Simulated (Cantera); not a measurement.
A Cantera script and what it prints.

```python
import numpy as np
import cantera as ct

gas_names = """
    CL CL2 H HCL H2 N NH NH2 NH3 N2 N2H2 N2H4 Si SiCL SiCL2 SiCL3 SiCL4 SiH SiHCL3 SiH2 SiH2CL2 SiH3
    SiH3CL SiH4 SiN Si2 Si2N Si3
""".split()
cond_names = """
    NH4CL(a) NH4CL(b) Si(cr) Si(L) Si3N4(a)
""".split()


# ... load() reads the species with a 1 bar reference pressure and builds the phases ...
atoms = {
    'SiH2Cl2': {'Si': 1, 'H': 2, 'CL': 2},
    'HCl': {'H': 1, 'CL': 1},
    'N2': {'N': 2},
}
top_T = {'Si3N4(a)': 2400}  # K; cautious upper limits of use, not melting points


# ... equilibrate(T, P, feed) seeds the gas with the atoms and calls Mixture.equilibrate('TP', solver="vcs", rtol=1e-11, max_steps=5000) ...
results = []
feed = {'SiH2Cl2': 1, 'HCl': 0.31, 'N2': 16}  # mol
P = 380  # Pa
for T in [823, 873, 923, 973, 1023, 1073, 1123, 1173, 1223, 1273, 1323, 1373, 1423, 1473]:
    mix = equilibrate(T, P, feed)
    results.append((T, P, feed, dict(zip(mix.species_names, mix.species_moles))))

top = {s: max(r[3][s] / sum(r[3][g] for g in gas_names) for r in results) for s in gas_names}
cols = sorted((s for s in top if top[s] > 0.001), key=lambda s: -top[s])[:8]
seen = [c for c in cond_names if any(r[3].get(c, 0) > 1e-12 for r in results)]
print("log10 of partial pressures in bar; condensed amounts in mol")
print(f"{'T/K':>10s}" + "".join(f"{s[:9]:>10s}" for s in cols + seen))
for T, P, feed, n in results:
    ng = sum(n[g] for g in gas_names)
    print(f"{T:10.4g}" + "".join(f"{np.log10(max(n[s] / ng * P / 1e5, 1e-99)):10.3f}" for s in cols)
          + "".join(f"{n.get(c, 0):10.4g}" for c in seen))
```

It prints:

```
log10 of partial pressures in bar; condensed amounts in mol
       T/K        N2       HCL        H2     SiCL2     SiCL4     SiCL3  Si3N4(a)
       823    -2.476    -3.492    -4.052   -11.230    -4.353    -8.768    0.2649
       873    -2.476    -3.479    -4.077   -10.212    -4.378    -8.179    0.2687
       923    -2.476    -3.469    -4.099    -9.305    -4.400    -7.655    0.2719
       973    -2.476    -3.459    -4.119    -8.494    -4.421    -7.186    0.2747
      1023    -2.477    -3.452    -4.138    -7.764    -4.441    -6.765     0.277
      1073    -2.477    -3.445    -4.154    -7.104    -4.460    -6.384     0.279
      1123    -2.477    -3.440    -4.169    -6.505    -4.481    -6.040    0.2803
      1173    -2.477    -3.436    -4.180    -5.963    -4.508    -5.732    0.2806
      1223    -2.477    -3.435    -4.185    -5.474    -4.548    -5.462    0.2789
      1273    -2.478    -3.437    -4.181    -5.041    -4.620    -5.239    0.2729
      1323    -2.478    -3.447    -4.159    -4.675    -4.751    -5.082    0.2598
      1373    -2.479    -3.468    -4.114    -4.387    -4.974    -5.013    0.2375
      1423    -2.479    -3.506    -4.046    -4.180    -5.301    -5.039    0.2076
      1473    -2.479    -3.560    -3.971    -4.037    -5.705    -5.138    0.1742
```

Method: chemical equilibrium by Gibbs-energy minimisation in Cantera with the NASA 1993 tables (ideal gas, pure condensed phases). N2 is the only nitrogen source here; it is nearly inert below about 1500 K, so the nitride shown seldom forms there in practice. The tables' values for SiCl3 are old estimates; treat these amounts as uncertain.
